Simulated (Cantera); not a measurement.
Input: 1 mol SiC, 0.76 mol H₂O, 240 mol H₂, held at 1925 K and 67.0 Pa.

Cantera equilibrium calculation (NASA polynomials, part measured and part estimated; ideal gas, pure solids and liquids). Candidate condensed phases: C, C₆H₆, C₇H₈, C₈H₁₈, H₂O, Si, SiC, SiO₂; 123 gas species. Equilibrium is a limit: real reactors are often held back by kinetics, nucleation or transport.

Base state: H₂ 0.958, H 0.0361, CO 0.00293, Si 0.00279, SiO 0.000155, C₂H₂ (acetylene) 6.43e-5, SiH 5.75e-5, Si₂C 5.49e-5 (mole fractions); condensed: SiC(s).

### Question
What changes in the equilibrium state with this change: SiC replaced by Si₃N₄?

### Answer
```csv
species,before,after
H₂,0.958,0.944
H,0.0361,0.0359
Si,0.00279,0.00869
N₂,0,0.00799
CO,0.00293,0
C₂H₂ (acetylene),6.43e-5,0
Si₂C,5.49e-5,0
SiC₂,1.18e-5,0
SiO,0.000155,0.00304
"SiC(s), mol",0.227,0
```
Gases not in the tables: Si₂H₆ and higher silanes. Further candidate phases: Si₂N₂O, Si₃N₄.

### Question
What changes in the equilibrium state with this change: pressure from 67.0 Pa to 0.280 Pa?

### Answer
| species | before | after |
|---|---|---|
| H₂ | 0.958 | 0.565 |
| H | 0.0361 | 0.429 |
| Si | 0.00279 | 0.00314 |
| CO | 0.00293 | 0.00246 |
| SiO | 0.000155 | 2.35e-7 |
| Si₂C | 5.49e-5 | 7.62e-7 |
| SiH | 5.75e-5 | 3.22e-6 |
| SiC(s), mol | 0.227 | 0 |
| C(graphite), mol | 0 | 0.0204 |
